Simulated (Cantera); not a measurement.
Input: 1 mol SO2, 0.55 mol O2, a varied amount of H2, at 623 K and 0.100 bar.

These are equilibrium values from Cantera (NASA tables, ideal gas, pure condensed phases), not measurements of a reactor. Candidate condensed phases: H2O, H2SO4, S; 19 gas species. Gases not in the tables: S3 to S7. Kinetics and transport are ignored.

### Question
At 3.3 mol H2, list the 7 most abundant gas species with their mole fractions, and the condensed phases.

### Answer
H2O 0.813, H2S 0.130, SO2 0.0365, S8 0.0131, S2 0.00691, S2O 0.000201, H2 5.66e-5. Condensed: gas only.
